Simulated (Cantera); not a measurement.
A freely propagating, adiabatic, planar premixed flame of 5.02 % CH4, 1.81 % C2H6, 0.316 % C3H8, 19.5 % O2, 73.2 % N2, 0.110 % H2, unburnt at 448 K and 0.987 atm; mixture-averaged transport, grid criteria slope 0.08 and curve 0.16, no radiation.

Model: GRI-Mech 3.0 (53 species, 325 reactions), integrated in Cantera. Burning velocities carry a grid error of a few per cent, more on coarse grids.

**Question.** Predict: laminar burning velocity; thermal thickness; peak x(H2O2).

**Answer.** 
```
Quantity                     Result
------------------------  ---------
laminar burning velocity  75.1 cm/s
thermal thickness          0.364 mm
peak x(H2O2)                3.50e-5
```
